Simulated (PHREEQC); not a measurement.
1 kg of water holding 0.22 mol NaHCO3 meets 20 L of dry gas (H2 1 by moles) at fixed total pressure, at 25 °C; fugacities by Peng-Robinson. The gases take part in no redox reaction, some water evaporates into the gas, and hydrates or a liquid gas phase aren't modelled. No solid was allowed to form.

Computed with PHREEQC (ion-association model, phreeqc.dat).

| P (atm) | dissolved H2 (mol/kgw) | φ of H2 |
|---|---|---|
| 2 | 0.00149 | 1.000 |
| 5 | 0.00374 | 1.001 |
| 10 | 0.00747 | 1.003 |
| 20 | 0.0148 | 1.005 |
| 30 | 0.0221 | 1.008 |
| 40 | 0.0292 | 1.011 |
| 50 | 0.0361 | 1.014 |
| 75 | 0.0531 | 1.022 |
| 100 | 0.0693 | 1.031 |
| 150 | 0.0999 | 1.049 |
| 200 | 0.128 | 1.070 |
| 300 | 0.179 | 1.116 |
| 400 | 0.222 | 1.170 |

Species that the database lacks are ignored.
